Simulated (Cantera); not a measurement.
A Cantera script and its output.

```python
import numpy as np
import cantera as ct

gas = ct.Solution("gri30.yaml")
gas.TPX = 1150, 210000, {'CH4': 1, 'C2H6': 0.094, 'C3H8': 0.1, 'O2': 1.41, 'N2': 5.32, 'H2O': 0.21}
reactor = ct.IdealGasConstPressureReactor(gas, energy="on", clone=False)
net = ct.ReactorNet([reactor])
net.rtol, net.atol = 1e-08, 1e-16
show = ['CH4', 'C2H6', 'C3H8', 'CH3', 'CO2']
times = np.geomspace(1e-06, 0.4, 10)

steps = ct.SolutionArray(gas, extra=["t"])
rows = []
print(f"{'t/s':>10s}{'T/K':>9s}{'P/Pa':>11s}" + "".join(f"{s:>11s}" for s in show))
for t in times:
    while net.time < t:
        t_next = net.step()
        steps.append(gas.state, t=t_next)
    rows.append([np.interp(t, steps.t, y) for y in (steps.T, steps.P, *steps(*show).X.T)])
    print(f"{t:10.3e}{rows[-1][0]:9.1f}{rows[-1][1]:11.4g}" + "".join(f"{x:11.3e}" for x in rows[-1][2:]))
rate = np.gradient(steps.T, steps.t)
print("integrator steps:", len(steps.t))
if steps.T.max() > steps.T[0] + 200:
    print(f"time of steepest temperature rise: {steps.t[rate.argmax()]:.4e} s")
gas.TPX = 1150, 210000, {'CH4': 1, 'C2H6': 0.094, 'C3H8': 0.1, 'O2': 1.41, 'N2': 5.32, 'H2O': 0.21}
gas.equilibrate("HP")
print(f"equilibrium (HP): T = {gas.T:.1f} K  " + "  ".join(f"{s} {gas[s].X[0]:.3e}" for s in show))
```

Output:

```
       t/s      T/K       P/Pa        CH4       C2H6       C3H8        CH3        CO2
 1.000e-06   1150.0    2.1e+05  1.229e-01  1.156e-02  1.229e-02  2.449e-08  2.382e-17
 4.192e-06   1150.0    2.1e+05  1.229e-01  1.156e-02  1.229e-02  1.061e-07  2.047e-15
 1.758e-05   1150.0    2.1e+05  1.229e-01  1.156e-02  1.229e-02  4.506e-07  1.038e-13
 7.368e-05   1150.0    2.1e+05  1.229e-01  1.156e-02  1.229e-02  1.825e-06  6.929e-12
 3.089e-04   1150.0    2.1e+05  1.229e-01  1.155e-02  1.228e-02  7.349e-06  7.457e-10
 1.295e-03   1150.6    2.1e+05  1.228e-01  1.146e-02  1.215e-02  1.891e-05  5.739e-08
 5.429e-03   1161.8    2.1e+05  1.209e-01  1.066e-02  1.086e-02  3.573e-05  3.209e-06
 2.276e-02   2223.8    2.1e+05  2.092e-10  6.245e-21  4.333e-31  4.442e-11  2.122e-02
 9.541e-02   2224.2    2.1e+05  1.968e-10  5.605e-21  3.765e-31  4.187e-11  2.123e-02
 4.000e-01   2224.3    2.1e+05  1.959e-10  5.560e-21  3.726e-31  4.169e-11  2.123e-02
integrator steps: 2187
time of steepest temperature rise: 8.4848e-03 s
equilibrium (HP): T = 2224.3 K  CH4 2.230e-10  C2H6 6.944e-21  C3H8 4.908e-31  CH3 4.745e-11  CO2 2.123e-02
```

Detailed kinetics in Cantera: GRI-Mech 3.0 (53 species, 325 reactions).
